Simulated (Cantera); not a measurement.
Feed: 1 mol CHF3, a varied amount of Si, at 2773.15 K and 0.133 bar.

These are equilibrium values from Cantera (NASA tables, ideal gas, pure condensed phases), not measurements of a reactor. Candidate condensed phases: C, C6H6, C7H8, C8H18, Si, SiC; 113 gas species. The tables' values for SiF3 are old estimates; treat these amounts as uncertain. Gases not in the tables: C2F6 and larger saturated fluorocarbons. Kinetics and transport are ignored.

Q: At 0.12 mol Si, list the 7 most abundant gas species with their mole fractions, and the condensed phases.

A: HF 0.458, F 0.268, CF2 0.192, SiF4 0.0538, CF 0.0185, CF4 0.00428, CF3 0.00340. Condensed: C(graphite).
